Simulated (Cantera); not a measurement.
# Adiabatic ignition

An adiabatic, constant-pressure homogeneous reactor starts with H2 : O2 : N2 : CO2 = 1 : 1.02 : 3.84 : 0.071 (molar parts), at 1225 K and 1.00 bar.

Cantera simulation using GRI-Mech 3.0 (53 species, 325 reactions); the numbers are that mechanism's predictions, not measurements.

```
t (s)     T (K)     x H2    x O2     x OH    x H2O    x NO2      x O       x H
--------  -----  -------  ------  -------  -------  -------  -------  --------
3.00e-6    1225    0.169   0.172  1.57e-9  7.10e-9   <1e-12  2.63e-9   1.29e-8
1.33e-5    1225    0.169   0.172  1.32e-7  1.33e-6   <1e-12  2.31e-7   9.71e-7
5.92e-5    1841   0.0151  0.0913   0.0171    0.140  4.40e-9   0.0221    0.0250
0.000263   2295  0.00308  0.0923   0.0125    0.173  4.62e-8  0.00391   0.00140
0.00117    2343  0.00154  0.0931  0.00932    0.177  1.65e-7  0.00195  0.000477
0.00520    2342  0.00154  0.0928  0.00928    0.177  5.94e-7  0.00193  0.000473
0.0231     2338  0.00151  0.0916  0.00912    0.177  2.28e-6  0.00188  0.000460
0.103      2329  0.00146  0.0891  0.00877    0.177  5.98e-6  0.00176  0.000432
0.456      2326  0.00144  0.0883  0.00867    0.177  7.11e-6  0.00172  0.000423
2.03       2326  0.00144  0.0883  0.00867    0.177  7.11e-6  0.00172  0.000423
9.00       2326  0.00144  0.0883  0.00867    0.177  7.11e-6  0.00172  0.000423
```
x: mole fraction; the columns are a selection and need not sum to one.

- time of steepest temperature rise = 42.8 µs
- temperature at 9.00 s = 2326 K
- equilibrium temperature = 2326 K
- x(H2) at 9.00 s = 0.00144 (gas-phase equilibrium 0.00144)
- x(O2) at 9.00 s = 0.0883 (gas-phase equilibrium 0.0883)
- x(OH) at 9.00 s = 0.00867 (gas-phase equilibrium 0.00867)
